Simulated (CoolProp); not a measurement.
Computed with CoolProp (reference Helmholtz-energy equation of state, Wagner 2002).

Question: For water, give the phase and the density (kg/m³), speed of sound (m/s), expansivity (1/kK), conductivity (mW/(m K)) at 306.65 °C and 24.5 MPa; 363.55 °C and 24.5 MPa.

Answer: 
- 306.65 °C and 24.5 MPa: liquid; density 730, speed of sound 1000, expansivity 2.64, conductivity 567
- 363.55 °C and 24.5 MPa: liquid; density 570, speed of sound 624, expansivity 8.35, conductivity 452

Thermal conductivity comes from a separate model (Huber 2012).
